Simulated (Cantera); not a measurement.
Input: 1 mol AlCl₃, 1.1 mol H₂O, 14 mol N₂, held at 5.70 mbar.

These are equilibrium values from Cantera (NASA tables, ideal gas, pure condensed phases), not measurements of a reactor. Candidate condensed phases: Al, AlCl₃, AlN, Al₂O₃, H₂O, NH₄Cl; 45 gas species. The tables' values for AlCl₂ are old estimates; treat these amounts as uncertain. Rates play no part.

At 1448 K, list the 4 most abundant gas species with their mole fractions, and the condensed phases.

N₂ 0.850, HCl 0.133, AlCl₃ 0.0162, Cl 0.000716. Condensed: Al₂O₃(s).
